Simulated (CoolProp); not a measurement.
Vapour-liquid equilibrium of n-octane (1) + o-xylene (2) at 213.35 °C; x and y are mole fractions of (1).

Model: multi-fluid Helmholtz-energy mixture model, Beckmüller 2019 and Zhou 2012; pair parameters Bell 2016, in CoolProp.

| x | bubble pressure, mixture model (MPa) | bubble pressure, Raoult's law (MPa) | y, mixture model | y, Raoult's law |
|---|---|---|---|---|
| 0.05 | 0.4823 | 0.4804 | 0.073 | 0.073 |
| 0.15 | 0.5085 | 0.5039 | 0.205 | 0.209 |
| 0.25 | (withheld) | 0.5274 | (withheld) | 0.333 |
| 0.35 | 0.5580 | 0.5509 | (withheld) | 0.447 |
| 0.45 | 0.5816 | 0.5743 | 0.533 | 0.551 |
| 0.55 | 0.6046 | 0.5978 | 0.627 | 0.647 |
| 0.65 | 0.6271 | 0.6213 | (withheld) | 0.736 |
| 0.75 | 0.6492 | 0.6447 | (withheld) | 0.818 |
| 0.85 | (withheld) | 0.6682 | 0.882 | 0.895 |
| 0.95 | 0.6927 | 0.6917 | 0.961 | 0.966 |

Q: Complete the blanks.

A: 
- 0.25, bubble pressure, mixture model (MPa): 0.5337
- 0.25, y, mixture model: 0.324
- 0.35, y, mixture model: 0.433
- 0.65, y, mixture model: 0.715
- 0.75, y, mixture model: 0.800
- 0.85, bubble pressure, mixture model (MPa): 0.6711

The largest gap from Raoult's law is +1.3 % in bubble pressure, at x = 0.35. No azeotrope shows between x = 0.05 and 0.95.

Pair parameters are fitted to limited data, so mixtures are less certain than the pure fluids.
